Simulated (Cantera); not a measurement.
An adiabatic, constant-pressure homogeneous reactor starts with CH4 : H2 : O2 : N2 = 1 : 0.94 : 1.54 : 5.8 (molar parts), equivalence ratio 1.6, at 1575 K and 760 Torr. Integrator tolerance rtol = 1e-08.

Cantera simulation using GRI-Mech 3.0 (53 species, 325 reactions); the numbers are that mechanism's predictions, not measurements.

### Question
What does this change do: initial temperature 1575 to 1673 K?

### Answer
```json
[
 {"quantity": "time of steepest temperature rise", "before": "0.115 ms", "after": "71.6 µs"},
 {"quantity": "temperature at 0.100 s", "before": "2752 K", "after": "2795 K"},
 {"quantity": "equilibrium temperature", "before": "2752 K", "after": "2795 K"},
 {"quantity": "x(CH4) at 0.100 s", "before": "<1e-12 (gas-phase equilibrium <1e-12)", "after": "<1e-12 (gas-phase equilibrium <1e-12)"},
 {"quantity": "x(H2) at 0.100 s", "before": "0.105 (gas-phase equilibrium 0.105)", "after": "0.105 (gas-phase equilibrium 0.105)"},
 {"quantity": "x(O2) at 0.100 s", "before": "0.000897 (gas-phase equilibrium 0.000897)", "after": "0.00122 (gas-phase equilibrium 0.00122)"},
 {"quantity": "x(CH2) at 0.100 s", "before": "<1e-12 (gas-phase equilibrium 1.04e-12)", "after": "1.20e-12 (gas-phase equilibrium 1.25e-12)"},
 {"quantity": "x(H) at 0.100 s", "before": "0.0224 (gas-phase equilibrium 0.0224)", "after": "0.0261 (gas-phase equilibrium 0.0261)"},
 {"quantity": "x(NO2) at 0.100 s", "before": "8.93e-8 (gas-phase equilibrium 8.93e-8)", "after": "1.24e-7 (gas-phase equilibrium 1.24e-7)"},
 {"quantity": "x(HCO) at 0.100 s", "before": "1.85e-7 (gas-phase equilibrium 1.85e-7)", "after": "2.06e-7 (gas-phase equilibrium 2.06e-7)"}
]
```

### Question
What does this change do: pressure from 760 Torr to 7500 Torr?

### Answer
```tsv
quantity	before	after
time of steepest temperature rise	0.115 ms	18.6 µs
temperature at 0.100 s	2752 K	2875 K
equilibrium temperature	2752 K	2875 K
x(CH4) at 0.100 s	<1e-12 (gas-phase equilibrium <1e-12)	4.58e-11 (gas-phase equilibrium 5.22e-11)
x(H2) at 0.100 s	0.105 (gas-phase equilibrium 0.105)	0.107 (gas-phase equilibrium 0.107)
x(O2) at 0.100 s	0.000897 (gas-phase equilibrium 0.000897)	0.000251 (gas-phase equilibrium 0.000251)
x(CH2) at 0.100 s	<1e-12 (gas-phase equilibrium 1.04e-12)	1.49e-11 (gas-phase equilibrium 1.61e-11)
x(H) at 0.100 s	0.0224 (gas-phase equilibrium 0.0224)	0.0110 (gas-phase equilibrium 0.0110)
x(NO2) at 0.100 s	8.93e-8 (gas-phase equilibrium 8.93e-8)	8.45e-8 (gas-phase equilibrium 8.45e-8)
x(HCO) at 0.100 s	1.85e-7 (gas-phase equilibrium 1.85e-7)	7.88e-7 (gas-phase equilibrium 7.88e-7)
```
